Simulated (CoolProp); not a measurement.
A single-stage vapour-compression cycle with hydrogen sulfide: evaporating at 239.15 K (dew point), condensing at 271.15 K (bubble point), superheat 2 K, subcooling 8 K, compressor efficiency 0.65, no pressure losses. Each further row changes one setting.

The numbers come from the reference Helmholtz-energy equation of state, Lemmon 2006 in CoolProp. It is a short technical equation, of lower accuracy than the large ones.

```
case                              cooling COP  pressure ratio  discharge temperature (K)  refrigerating effect (kJ/kg)  volumetric capacity (kJ/m³)
--------------------------------  -----------  --------------  -------------------------  ----------------------------  ---------------------------
as stated                                4.36            2.98                      350.8                           467                         2730
evaporating temperature 244.15 K         5.38            2.46                      335.9                           470                         3290
condensing temperature 266.15 K          5.27            2.56                      333.8                           477                         2790
subcooling 13 K                          4.45            2.98                      350.8                           477                         2790
superheat 12 K                           4.25            2.98                      365.5                           478                         2660
compressor efficiency 0.55               3.69            2.98                      368.5                           467                         2730
```
